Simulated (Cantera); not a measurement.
A perfectly stirred reactor is fed with NO : N2 = 1 : 0.8 (molar parts), at 0.450 bar; it is held at 1775 K, and followed from long to short residence time.

Cantera simulation using GRI-Mech 3.0 (53 species, 325 reactions); the numbers are that mechanism's predictions, not measurements.

| quantity | before | after |
|---|---|---|
| x(NO) at τ = 0.640 s | 0.524 | 0.456 |
| x(NO2) at τ = 0.640 s | 0.000285 | 0.000221 |
| x(N2) at τ = 0.640 s | 0.460 | 0.532 |
| x(O) at τ = 0.640 s | 2.19e-5 | 1.95e-5 |
| x(N2O) at τ = 0.640 s | 0.000108 | 8.23e-5 |
| x(NO) at τ = 66.0 ms | 0.552 | 0.478 |
| x(NO2) at τ = 66.0 ms | 0.000171 | 0.000136 |
| x(N2) at τ = 66.0 ms | 0.446 | 0.521 |
| x(O) at τ = 66.0 ms | 1.32e-5 | 1.21e-5 |
| x(N2O) at τ = 66.0 ms | 0.000114 | 8.56e-5 |

Question: Name the change that produced these shifts.
(A) NO 1 to 0.74 parts
(B) N2 0.8 to 3.8 parts
(C) pressure from 0.450 bar to 0.0267 bar
(D) pressure from 0.450 bar to 0.133 bar

Answer: A, NO 1 to 0.74 parts
